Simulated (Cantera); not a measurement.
Mixture: C₃H₈ : O₂ : N₂ = 1 : 2.94 : 11.1 (molar parts), equivalence ratio 1.7, at 11300 Torr, adiabatic and at constant volume. Ignition delay is the time to a rise of 400 K.

Model: GRI-Mech 3.0 (53 species, 325 reactions), integrated in Cantera. GRI-Mech 3.0 was tuned for natural gas; its chemistry of propane as a main component is partial and can be far from experiment. The pressure lies above the range GRI-Mech 3.0 was tuned for (to about 10 atm).

### Question
At T0 = 1425 K, what is the delay, and which 8 reactions control it most (d ln τ / d ln k, from doubling and halving each rate constant)?

### Answer
The delay is 35.7 µs.
```tsv
reaction	d ln τ / d ln k	faster rate
C2H5 + CH3 (+M) <=> C3H8 (+M)	-0.56	shortens it
CH3 + HO2 <=> CH3O + OH	-0.28	shortens it
2 CH3 (+M) <=> C2H6 (+M)	0.27	lengthens it
C3H8 + H <=> C3H7 + H2	0.23	lengthens it
CH3O + O2 <=> CH2O + HO2	-0.19	shortens it
C3H8 + OH <=> C3H7 + H2O	0.19	lengthens it
CH2O + H (+M) <=> CH3O (+M)	0.18	lengthens it
H + O2 <=> O + OH	-0.16	shortens it
```
